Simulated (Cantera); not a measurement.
Diamond growth

A diamond (100) surface in a fixed gas of H2 with x(CH4) = 0.0081, x(H) = 0.013, at 1050 K, 0.0513 atm; coverages are run to steady state.

Detailed kinetics in Cantera: the Harris–Goodwin 1993 mechanism for the reconstructed diamond (100) surface.

```
x(CH3)   growth (µm/h)  θ c6HH  θ c6H*  θ c6*H  θ c6**    θ c6HM
-------  -------------  ------  ------  ------  ------  --------
1e-06           0.0328   0.553  0.0231   0.411  0.0137   3.29e-5
2e-06           0.0656   0.553  0.0231   0.411  0.0137   6.58e-5
4.2e-06          0.138   0.553  0.0231   0.410  0.0137  0.000138
8.6e-06          0.282   0.552  0.0231   0.410  0.0137  0.000283
1.8e-05          0.590   0.552  0.0231   0.410  0.0137  0.000591
3.6e-05           1.18   0.552  0.0230   0.410  0.0137   0.00118
7.4e-05           2.42   0.551  0.0230   0.409  0.0136   0.00242
0.00015           4.88   0.549  0.0229   0.408  0.0136   0.00489
0.00031           9.99   0.545  0.0227   0.404  0.0134    0.0100
```
θ: site fractions in the mechanism's names (c6HH fully hydrogenated, c6H* and c6*H radical sites, c6** diradical, c6HM methylated).
